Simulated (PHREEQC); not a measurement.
Reverse-osmosis permeate

Synthetic water in mg/kgw, 25 °C, pH 6.85, pe 12.7:

```json
[
 {"constituent": "Na", "mg/kgw": "2.33"},
 {"constituent": "K", "mg/kgw": "0.577"},
 {"constituent": "Ca", "mg/kgw": "8.76"},
 {"constituent": "Mg", "mg/kgw": "2.47"},
 {"constituent": "Cl", "mg/kgw": "17.5"},
 {"constituent": "S(6) as SO4", "mg/kgw": "1.57"},
 {"constituent": "Alkalinity as HCO3", "mg/kgw": "12.4"},
 {"constituent": "Si as SiO2", "mg/kgw": "0.00971"},
 {"constituent": "Cd", "mg/kgw": "0.388"},
 {"constituent": "Ba", "mg/kgw": "0.0456"},
 {"constituent": "Br", "mg/kgw": "0.438"},
 {"constituent": "Cu(2)", "mg/kgw": "0.533"}
]
```

Valence states are taken as typed.

Model: ion-association model, wateq4f.dat, run in PHREEQC.

Each row changes one thing in this solution. This is a speciation only: nothing precipitates in the calculation.

```csv
case,HCO3- (mol/kgw),CO2 (mol/kgw),SO4-2 (mol/kgw),Cu+2 (mol/kgw),Cd+2 (mol/kgw),Cu(OH)2 (mol/kgw),SI of Cu(OH)2 (Cu(OH)2),SI of Tenorite (CuO)
as made,0.000193,5.92e-5,1.55e-5,3.56e-6,3.28e-6,3.22e-6,-0.45,+0.57
pH from 6.85 to 7.35 at the same alkalinity,[?],1.81e-5,1.55e-5,7.46e-7,3.28e-6,[?],-0.13,+0.89
all concentrations times 4 at the same typed pH,0.000761,[?],5.65e-5,[?],1.17e-5,8.46e-6,-0.03,+0.99
temperature from 25 to 30 °C at the same typed pH,0.000193,5.60e-5,1.55e-5,[?],3.28e-6,3.17e-6,-0.27,+0.75
```

Problem. What belongs in the gaps?

Solution. 
- pH from 6.85 to 7.35 at the same alkalinity, HCO3- (mol/kgw): 0.000187
- pH from 6.85 to 7.35 at the same alkalinity, Cu(OH)2 (mol/kgw): 6.75e-6
- all concentrations times 4 at the same typed pH, CO2 (mol/kgw): 0.000225
- all concentrations times 4 at the same typed pH, Cu+2 (mol/kgw): 1.06e-5
- temperature from 25 to 30 °C at the same typed pH, Cu+2 (mol/kgw): 3.51e-6

Some of these states are supersaturated (in Malachite, Tenorite (slow to form), Otavite, for instance). The database's constant for dissolved Cu(OH)2 is higher than later reviews accept.
